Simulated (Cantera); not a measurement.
A perfectly stirred reactor is fed with 1.18 % CH4, 1.66 % C2H6, 20.4 % O2, 76.8 % N2, at 5.00 bar; it is adiabatic with a 525 K inlet, and is followed from long to short residence time, starting on the burning branch (τ in s: 0.14, 0.055, 0.022, 0.0088, 0.0035, 0.0014, 0.00056, 0.00022, 9e-05).

Model: GRI-Mech 3.0 (53 species, 325 reactions), integrated in Cantera.

Q: Predict: blow-out, bracketed by the residence times tried; x(CH4) at τ = 0.140 s; x(C2H6) at τ = 0.140 s; x(O2) at τ = 0.140 s; x(C2H4) at τ = 0.140 s; x(CH3) at τ = 0.140 s; x(CH4) at τ = 3.50 ms; x(C2H6) at τ = 3.50 ms; x(O2) at τ = 3.50 ms; x(C2H4) at τ = 3.50 ms; x(CH3) at τ = 3.50 ms.

A: 
| Quantity | Value |
|---|---|
| blow-out, bracketed by the residence times tried | burning at 3.50 ms, out at 1.40 ms |
| x(CH4) at τ = 0.140 s | 5.11e-6 |
| x(C2H6) at τ = 0.140 s | 1.81e-6 |
| x(O2) at τ = 0.140 s | 0.121 |
| x(C2H4) at τ = 0.140 s | 6.51e-6 |
| x(CH3) at τ = 0.140 s | 6.46e-7 |
| x(CH4) at τ = 3.50 ms | 0.000123 |
| x(C2H6) at τ = 3.50 ms | 4.32e-5 |
| x(O2) at τ = 3.50 ms | 0.124 |
| x(C2H4) at τ = 3.50 ms | 0.000108 |
| x(CH3) at τ = 3.50 ms | 1.25e-5 |
